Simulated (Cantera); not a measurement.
An isothermal, constant-pressure homogeneous reactor starts with 35.9 % H2, 64.1 % O2, equivalence ratio 0.28, at 1400 K and 8.25 Torr.

Detailed kinetics in Cantera: the H2/O2 subset of GRI-Mech 3.0, which has no nitrogen chemistry. Radical loss at walls, strong at low pressure, is not modelled. The temperature is held fixed by assumption; the heat of reaction is taken as removed at once.

x: mole fraction; the columns are a selection and need not sum to one.

```tsv
t (s)	x H2	x O2	x O	x H2O	x HO2	x H2O2
1.00e-5	0.359	0.641	4.97e-9	1.94e-9	4.44e-8	2.42e-11
3.05e-5	0.359	0.641	3.72e-8	4.15e-8	1.35e-7	2.24e-10
9.32e-5	0.359	0.641	3.99e-7	1.05e-6	4.12e-7	2.04e-9
0.000285	0.359	0.641	6.61e-5	0.000233	1.30e-6	1.78e-8
0.000869	0.0296	0.453	0.105	0.249	5.08e-6	2.66e-7
0.00265	0.0276	0.459	0.0999	0.263	5.31e-6	2.77e-7
0.00809	0.0242	0.480	0.0803	0.300	5.94e-6	3.19e-7
0.0247	0.0132	0.523	0.0382	0.376	6.82e-6	3.66e-7
0.0754	(withheld)	0.555	(withheld)	0.428	(withheld)	(withheld)
0.230	0.000195	0.561	0.000521	0.436	8.27e-7	6.04e-8
0.703	2.85e-5	0.562	7.65e-5	0.437	1.86e-7	1.81e-8
2.15	6.41e-6	0.562	1.73e-5	0.437	1.11e-7	6.54e-9
6.55	(withheld)	0.562	(withheld)	0.437	1.25e-7	4.01e-9
20.0	2.53e-6	0.562	6.81e-6	0.437	1.28e-7	3.85e-9
```

Question: What belongs in the gaps?

Answer: 
- 0.0754, x H2: 0.00208
- 0.0754, x O: 0.00560
- 0.0754, x HO2: 4.15e-6
- 0.0754, x H2O2: 2.05e-7
- 6.55, x H2: 2.77e-6
- 6.55, x O: 7.45e-6
